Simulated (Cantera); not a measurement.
Feed: 1 mol SiH2Cl2, 82 mol N2, equilibrated at 1473.15 K and 10.0 mbar.

Equilibrium computed with Cantera from the NASA thermochemical tables; the gas is ideal and each condensed phase is pure. Candidate condensed phases: NH4Cl, Si, Si3N4; 28 gas species. N2 is the only nitrogen source here; it is nearly inert below about 1500 K, so the nitride shown seldom forms there in practice. The tables' values for SiCl3 are old estimates; treat these amounts as uncertain. The numbers say what is thermodynamically allowed, not how fast it happens.

Base state: N2 0.976, HCl 0.0156, H2 0.00418, SiCl2 0.00365, SiCl3 0.000261, SiCl4 6.39e-5, Cl 2.47e-5 (mole fractions); condensed: Si3N4(s).

Q: What changes in the equilibrium state with this change: N2 from 82 to 3.8 mol?

A: 
```
species          before     after
-------------  --------  --------
N2                0.976     0.636
HCl              0.0156     0.215
H2              0.00418    0.0810
SiCl3          0.000261    0.0108
SiCl2           0.00365    0.0479
SiHCl3          1.61e-6  0.000293
SiCl4           6.39e-5   0.00828
H               8.20e-6   3.61e-5
Cl              2.47e-5   7.77e-5
Si3N4(s), mol     0.223     0.215
```
